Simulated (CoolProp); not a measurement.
Saturated liquid density (kg/m³) of propylene glycol: the reference equation beside estimates from Tc = 674.0 K, pc = 7292 kPa, ω = 0.327.

Values from CoolProp's reference Helmholtz-energy equation of state, Eisenbach 2021.

```
T (K)  reference  van der Waals  Redlich-Kwong
-----  ---------  -------------  -------------
538.5      803.5          510.9          722.2
550.2      787.6          500.0          702.6
561.9      770.9          488.5          681.9
573.6      753.2          476.4          660.0
585.3      734.2          463.5          636.8
597.1      713.6          449.6          611.8
608.8      691.3          434.7          585.2
```

Absolute difference from the reference over all 7 rows, mean and median: van der Waals 36.8 and 36.7 %, Redlich-Kwong 12.5 and 12.4 %.
